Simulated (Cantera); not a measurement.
Feed: 1 mol LiCl, 3.4 mol HF, 26 mol H2, held at 875 °C and 1.80 Torr.

These are equilibrium values from Cantera (NASA tables, ideal gas, pure condensed phases), not measurements of a reactor. Candidate condensed phases: Li, LiCl, LiF, LiH; 25 gas species. Equilibrium is a limit: real reactors are often held back by kinetics, nucleation or transport.

Base state: H2 0.858, HF 0.102, LiCl 0.0217, HCl 0.0106, LiF 0.00504, Li2F2 0.00261, Li2Cl2 0.000347, Li3F3 0.000127 (mole fractions); condensed: gas only.

**Question.** What changes in the equilibrium state with this change: temperature from 875 °C to 1175 °C?

**Answer.** 
```csv
species,before,after
H2,0.858,0.855
HF,0.102,0.101
LiCl,0.0217,0.0221
LiF,0.00504,0.0107
Li2F2,0.00261,4.65e-5
HCl,0.0106,0.0108
Li3F3,0.000127,3.84e-8
H,1.35e-6,0.000174
```
